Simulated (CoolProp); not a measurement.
Vapour-liquid equilibrium of R13 (1) + propylene (2) at -33.85 °C; x and y are mole fractions of (1).

The numbers come from the multi-fluid Helmholtz-energy mixture model, Platzer 1990 and Lemmon 2013; pair parameters Bell 2016 in CoolProp. This equation is an older, rougher fit; its heat capacities, sound speeds and derivatives of the liquid may be far off and weren't checked against measurements.

```json
[
 {"x": "0.05", "bubble pressure, mixture model (kPa)": "236.1", "bubble pressure, Raoult's law (kPa)": "210.1", "y, mixture model": "0.254", "y, Raoult's law": "0.177"},
 {"x": "0.15", "bubble pressure, mixture model (kPa)": "328.1", "bubble pressure, Raoult's law (kPa)": "266.1", "y, mixture model": "0.500", "y, Raoult's law": "0.419"},
 {"x": "0.25", "bubble pressure, mixture model (kPa)": "402.5", "bubble pressure, Raoult's law (kPa)": "322.1", "y, mixture model": "0.622", "y, Raoult's law": "0.576"},
 {"x": "0.35", "bubble pressure, mixture model (kPa)": "463.7", "bubble pressure, Raoult's law (kPa)": "378.2", "y, mixture model": "0.699", "y, Raoult's law": "0.687"},
 {"x": "0.45", "bubble pressure, mixture model (kPa)": "515.7", "bubble pressure, Raoult's law (kPa)": "434.2", "y, mixture model": "0.754", "y, Raoult's law": "0.769"},
 {"x": "0.55", "bubble pressure, mixture model (kPa)": "561.5", "bubble pressure, Raoult's law (kPa)": "490.3", "y, mixture model": "0.800", "y, Raoult's law": "0.833"},
 {"x": "0.65", "bubble pressure, mixture model (kPa)": "603.6", "bubble pressure, Raoult's law (kPa)": "546.3", "y, mixture model": "0.841", "y, Raoult's law": "0.883"},
 {"x": "0.75", "bubble pressure, mixture model (kPa)": "643.8", "bubble pressure, Raoult's law (kPa)": "602.3", "y, mixture model": "0.881", "y, Raoult's law": "0.924"},
 {"x": "0.85", "bubble pressure, mixture model (kPa)": "683.4", "bubble pressure, Raoult's law (kPa)": "658.4", "y, mixture model": "0.924", "y, Raoult's law": "0.959"},
 {"x": "0.95", "bubble pressure, mixture model (kPa)": "722.9", "bubble pressure, Raoult's law (kPa)": "714.4", "y, mixture model": "0.973", "y, Raoult's law": "0.987"}
]
```

The largest gap from Raoult's law is +25.0 % in bubble pressure, at x = 0.25. No azeotrope shows between x = 0.05 and 0.95.

The pair parameters rest on a limited set of measurements; away from them the model extrapolates.
